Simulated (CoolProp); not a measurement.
Computed with CoolProp (reference Helmholtz-energy equation of state, Leachman 2009).

Question: Give the vapour pressure (bar), liquid density (kg/m³), enthalpy of vaporisation (kJ/kg), liquid cp (kJ/(kg K)) of saturated normal hydrogen at 23.4, 30.8 K.

Answer: 
```tsv
T (K)	p (bar)	liquid density (kg/m³)	enthalpy of vaporisation (kJ/kg)	liquid cp (kJ/(kg K))
23.4	2.25	67.0	427	11.8
30.8	9.13	52.1	270	31.5
```
